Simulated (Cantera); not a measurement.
An isothermal, constant-pressure homogeneous reactor starts with 98.1 % N₂O, 1.86 % H₂O, at 1275 K and 7.50 Torr.

Detailed kinetics in Cantera: GRI-Mech 3.0 (53 species, 325 reactions). GRI-Mech 3.0 was tuned for natural gas; its chemistry of N2O as a main component is partial and can be far from experiment. Radical loss at walls, strong at low pressure, is not modelled. The mechanism lacks the step 2 NO + O2 → 2 NO2, which can matter for NO2 below about 1400 K. The temperature is held fixed by assumption; the heat of reaction is taken as removed at once.

Q: Predict: x(N₂O) at 10.0 s; x(H₂O) at 10.0 s; x(O) at 10.0 s; x(N₂) at 10.0 s.

A: 
```
Quantity                                           Result
----------------  ---------------------------------------
x(N₂O) at 10.0 s    0.684 (gas-phase equilibrium 2.37e-9)
x(H₂O) at 10.0 s    0.0168 (gas-phase equilibrium 0.0125)
x(O) at 10.0 s    5.19e-6 (gas-phase equilibrium 6.45e-7)
x(N₂) at 10.0 s       0.188 (gas-phase equilibrium 0.658)
```
